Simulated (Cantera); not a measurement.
## Moist CO burnout

An isothermal, constant-pressure homogeneous reactor starts with CO : O₂ : H₂O : N₂ = 0.022 : 0.068 : 0.0043 : 1 (molar parts), at 1075 K and 12000 Pa.

Computed with Cantera and GRI-Mech 3.0 (53 species, 325 reactions).

```
t (s)         x CO    x O₂    x H₂O    x H₂O₂      x OH
--------  --------  ------  -------  --------  --------
0.000900    0.0201  0.0621  0.00393    <1e-12  1.20e-11
0.00156     0.0201  0.0621  0.00393    <1e-12  3.32e-11
0.00271     0.0201  0.0621  0.00393    <1e-12  9.49e-11
0.00469     0.0201  0.0621  0.00393    <1e-12  2.98e-10
0.00814     0.0201  0.0621  0.00393    <1e-12   1.24e-9
0.0141      0.0201  0.0621  0.00393    <1e-12   1.03e-8
0.0245      0.0201  0.0621  0.00393  3.52e-10   3.81e-7
0.0424      0.0183  0.0608  0.00381   1.44e-8   5.24e-5
0.0736     0.00683  0.0554  0.00370   3.71e-8  0.000101
0.128      0.00191  0.0534  0.00389   3.91e-8   5.41e-5
0.221     0.000589  0.0528  0.00394   3.21e-8   2.98e-5
0.384     0.000188  0.0527  0.00396   2.07e-8   1.70e-5
0.665      6.00e-5  0.0526  0.00396   1.06e-8   9.86e-6
1.15       1.89e-5  0.0526  0.00397   4.56e-9   5.78e-6
2.00       5.87e-6  0.0526  0.00397   1.79e-9   3.39e-6
```
x: mole fraction; the columns are a selection and need not sum to one.

Equilibrium at this temperature and pressure: CO 1.68e-10, O₂ 0.0526, H₂O 0.00397, H₂O₂ 2.17e-12, OH 1.08e-7 (gas phase only).
